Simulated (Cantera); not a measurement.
Cantera run:

```python
import numpy as np
import cantera as ct

gas_names = """
    CL CL2 H HCL H2 Si SiCL SiCL2 SiCL3 SiCL4 SiH SiHCL3 SiH2 SiH2CL2 SiH3 SiH3CL SiH4 Si2 Si3
""".split()
cond_names = """
    Si(cr) Si(L)
""".split()


# ... load() reads the species with a 1 bar reference pressure and builds the phases ...
atoms = {
    'SiCl4': {'Si': 1, 'CL': 4},
    'HCl': {'H': 1, 'CL': 1},
    'H2': {'H': 2},
}
top_T = {}  # K; cautious upper limits of use, not melting points


# ... equilibrate(T, P, feed) seeds the gas with the atoms and calls Mixture.equilibrate('TP', solver="vcs", rtol=1e-11, max_steps=5000) ...
results = []
feed = {'SiCl4': 1, 'HCl': 2.6, 'H2': 7}  # mol
T = 1100  # K
P = 710000  # Pa
mix = equilibrate(T, P, feed)
results.append((T, P, feed, dict(zip(mix.species_names, mix.species_moles))))
x = sorted(zip(gas.X, gas.species_names), reverse=True)
print(f"T = {T:g} K  P = {P:g} Pa  gas = {mix.phase_moles(0):.4g} mol")
print("   x: " + "  ".join(f"{s} {v:.3e}" for v, s in x if v > 0.001))
print("   condensed (mol): " + ("  ".join(f"{mix.phase(i).name} {mix.phase_moles(i):.4g}"
      for i in range(1, mix.n_phases) if mix.phase_moles(i) > 1e-12) or "none"))
```

Result:

```
T = 1100 K  P = 710000 Pa  gas = 10.6 mol
   x: H2 6.567e-01  HCL 2.489e-01  SiCL4 9.070e-02  SiHCL3 3.529e-03
   condensed (mol): none
```

Cantera equilibrium calculation (NASA polynomials, part measured and part estimated; ideal gas, pure solids and liquids). The tables' values for SiCl3 are old estimates; treat these amounts as uncertain.
